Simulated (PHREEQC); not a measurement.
Consider water at 25 °C with 0.1 mol/kgw CdCl2, 0.039 mol/kgw MgSO4, 0.085 mol/kgw FeCl2 and 9.6e-05 mol/kgw NaCl. Closed to the air; pH follows from the charge balance.

The numbers come from PHREEQC with the ion-association model, phreeqc.dat.

### Question
The ionic strength comes out as 0.409 mol/kgw. What activity coefficients do SO4-2, Fe+2, CdCl3-, HSO4-, FeOH+ get?

### Answer
SO4-2 0.22, Fe+2 0.26, CdCl3- 0.73, HSO4- 0.73, FeOH+ 0.69.

Precipitation was switched off in this run.
